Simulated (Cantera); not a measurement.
An isothermal, constant-pressure homogeneous reactor starts with CH₄ : O₂ : N₂ = 0.017 : 0.0034 : 1 (molar parts), equivalence ratio 10, at 1500 K and 9.30 bar. Integrator tolerance rtol = 1e-08.

Cantera simulation using GRI-Mech 3.0 (53 species, 325 reactions); the numbers are that mechanism's predictions, not measurements. GRI-Mech 3.0 stops at C3 and has no aromatics, soot or wall deposition, so with more carbon than oxygen in the feed, carbon stays in small species such as C2H2 where larger ones or solid carbon would form.

Question: What does this change do: temperature 1500 to 950 K?

Answer: 
```csv
quantity,before,after
x(CH₄) at 10.0 s,0.00184 (gas-phase equilibrium 0.000611),0.0167 (gas-phase equilibrium 0.00992)
x(O₂) at 10.0 s,<1e-12 (gas-phase equilibrium <1e-12),0.00333 (gas-phase equilibrium <1e-12)
x(C₂H₆) at 10.0 s,5.28e-7 (gas-phase equilibrium 4.71e-8),2.10e-6 (gas-phase equilibrium 8.33e-7)
x(HO₂) at 10.0 s,<1e-12 (gas-phase equilibrium <1e-12),3.44e-9 (gas-phase equilibrium <1e-12)
x(H₂O₂) at 10.0 s,<1e-12 (gas-phase equilibrium <1e-12),9.76e-10 (gas-phase equilibrium <1e-12)
```
Below about 1000 K GRI-Mech 3.0 lacks low-temperature oxidation paths.

Question: What does this change do: temperature 1500 to 1348 K?

Answer: 
| quantity | before | after |
|---|---|---|
| x(CH₄) at 10.0 s | 0.00184 (gas-phase equilibrium 0.000611) | 0.00747 (gas-phase equilibrium 0.00274) |
| x(O₂) at 10.0 s | <1e-12 (gas-phase equilibrium <1e-12) | <1e-12 (gas-phase equilibrium <1e-12) |
| x(C₂H₆) at 10.0 s | 5.28e-7 (gas-phase equilibrium 4.71e-8) | 4.41e-6 (gas-phase equilibrium 5.54e-7) |
| x(HO₂) at 10.0 s | <1e-12 (gas-phase equilibrium <1e-12) | <1e-12 (gas-phase equilibrium <1e-12) |
| x(H₂O₂) at 10.0 s | <1e-12 (gas-phase equilibrium <1e-12) | <1e-12 (gas-phase equilibrium <1e-12) |
